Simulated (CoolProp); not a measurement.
C3F8 (R218) at 298.15 K and 1.48 MPa flows at 4.6 m/s in a round tube of 12.7 mm bore and 1.5 µm roughness, fully developed (64/Re and Nu = 3.66 if laminar; Colebrook and Gnielinski if turbulent). Each further row changes one setting.

Computed with CoolProp (reference Helmholtz-energy equation of state, Lemmon 2006). It is a short technical equation, of lower accuracy than the large ones.

| case | Reynolds number | Darcy friction factor | pressure drop (Pa/m) | heat-transfer coefficient (W/(m² K)) | mass flow (kg/h) |
|---|---|---|---|---|---|
| as stated | 453000 | ___ | 16400 | 6880 | 2800 |
| velocity 9.2 m/s | 906000 | 0.0138 | 61400 | ___ | 5600 |
| diameter 25.4 mm | 906000 | ___ | ___ | ___ | 11200 |

**Question.** Complete the blanks.

**Answer.** 
- as stated, Darcy friction factor: 0.0148
- velocity 9.2 m/s, heat-transfer coefficient (W/(m² K)): 13100
- diameter 25.4 mm, Darcy friction factor: 0.0129
- diameter 25.4 mm, pressure drop (Pa/m): 7190
- diameter 25.4 mm, heat-transfer coefficient (W/(m² K)): 6220

Viscosity comes from a separate model (Huber 2003), an estimate that may be off by 10 % or more. Thermal conductivity comes from a separate model (Huber 2003), an estimate that may be off by 10 % or more.
